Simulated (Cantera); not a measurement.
An adiabatic, constant-pressure homogeneous reactor starts with CH4 : CO : O2 : N2 = 1 : 0.37 : 1.15 : 4.32 (molar parts), equivalence ratio 1.9, at 1775 K and 750 Torr. Integrator tolerance rtol = 1e-08.

Cantera simulation using GRI-Mech 3.0 (53 species, 325 reactions); the numbers are that mechanism's predictions, not measurements.

**Question.** What does this change do: pressure from 750 Torr to 4800 Torr?

**Answer.** 
| quantity | before | after |
|---|---|---|
| time of steepest temperature rise | 0.154 ms | 35.0 µs |
| temperature at 6.00 s | 2748 K | 2842 K |
| equilibrium temperature | 2748 K | 2842 K |
| x(CH4) at 6.00 s | 1.95e-12 (gas-phase equilibrium 2.23e-12) | 6.23e-11 (gas-phase equilibrium 7.03e-11) |
| x(CO) at 6.00 s | 0.149 (gas-phase equilibrium 0.149) | 0.151 (gas-phase equilibrium 0.151) |
| x(O2) at 6.00 s | 0.000442 (gas-phase equilibrium 0.000442) | 0.000149 (gas-phase equilibrium 0.000149) |
| x(C2H) at 6.00 s | <1e-12 (gas-phase equilibrium <1e-12) | <1e-12 (gas-phase equilibrium <1e-12) |
| x(NO2) at 6.00 s | 4.23e-8 (gas-phase equilibrium 4.23e-8) | 3.83e-8 (gas-phase equilibrium 3.83e-8) |
